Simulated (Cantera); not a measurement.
Input: 1 mol SiCl4, 2.4 mol N2, held at 925 °C and 0.133 bar.

Cantera equilibrium calculation (NASA polynomials, part measured and part estimated; ideal gas, pure solids and liquids). Candidate condensed phases: Si, Si3N4; 13 gas species. The tables' values for SiCl3 are old estimates; treat these amounts as uncertain. Kinetics and transport are ignored.

Base state: N2 0.706, SiCl4 0.294, SiCl3 4.45e-5, Cl 3.20e-5 (mole fractions); condensed: gas only.

**Question.** What changes in the equilibrium state with this change: 0.14 mol H2O added?

**Answer.** 
```json
[
 {"species": "N2", "before": "0.706", "after": "0.665"},
 {"species": "SiCl4", "before": "0.294", "after": "0.258"},
 {"species": "HCl", "before": "0", "after": "0.0776"},
 {"species": "SiCl3", "before": "4.45e-5", "after": "4.01e-5"},
 {"species": "Cl", "before": "3.20e-5", "after": "3.11e-5"},
 {"species": "SiO2(β-quartz), mol", "before": "0", "after": "0.0700"}
]
```
The tables hold silica as quartz up to 1696 K and as liquid above; real silica turns to tridymite and cristobalite and melts near 1996 K. Further candidate phases: H2O, NH4Cl, SiO2, Si2N2O.
